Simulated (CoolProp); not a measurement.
Aqueous potassium carbonate as a coolant, at -12 °C, 1 atm.

Values from CoolProp's Melinder's fits for secondary coolants.

```csv
mass %,freezing point (°C),cp (kJ/(kg K)),density (kg/m³),viscosity (mPa s),conductivity (W/(m K))
26.2,-14.0,3.034,1269,5.23,0.521
29.4,(withheld),(withheld),(withheld),6.15,0.517
32.6,-22.5,2.831,1342,(withheld),0.514
35.8,-28.2,2.748,1379,9.19,0.510
39,-35.1,(withheld),1418,11.6,0.506
```

Q: What belongs in the gaps?

A: 
- 29.4, freezing point (°C): -17.8
- 29.4, cp (kJ/(kg K)): 2.927
- 29.4, density (kg/m³): 1305
- 32.6, viscosity (mPa s): 7.42
- 39, cp (kJ/(kg K)): 2.677
